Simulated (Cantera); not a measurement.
Input: 1 mol Fe2O3, a varied amount of C, 2.9 mol CO, held at 21.0 mbar.

Method: chemical equilibrium by Gibbs-energy minimisation in Cantera with the NASA 1993 tables (ideal gas, pure condensed phases). Candidate condensed phases: C, Fe, Fe(CO)5, FeO, Fe2O3, Fe3O4; 15 gas species. Each liquid is taken as pure. Iron dissolves carbon and melts from about 1420 K in contact with it, which pure phases cannot show. Mutual solubility and eutectic melting of coexisting phases are not modelled. The tables' stoichiometric FeO is somewhat more stable than real wüstite, so its field is too wide. FeO: taken at fixed stoichiometry. Condensed phases not in the tables: cementite and carbon dissolved in iron. Equilibrium is a limit: real reactors are often held back by kinetics, nucleation or transport.

**Question.** What condenses at these points (T in K, n(C) in mol): (1923, 0.33); (2623, 2.2); (1523, 3.2); (2123, 2.7); (1623, 0.33); (1923, 2.2); (1523, 4.1); (1523, 1.7)?

**Answer.** 
```tsv
T (K)	n(C) in mol	condensed phases	Fe condensed (%)
1923	0.33	FeO	99.5
2623	2.2	gas only	0.0
1523	3.2	C + Fe	100.0
2123	2.7	Fe	80.9
1623	0.33	FeO	100.0
1923	2.2	Fe + FeO	98.2
1523	4.1	C + Fe	100.0
1523	1.7	Fe + FeO	100.0
```
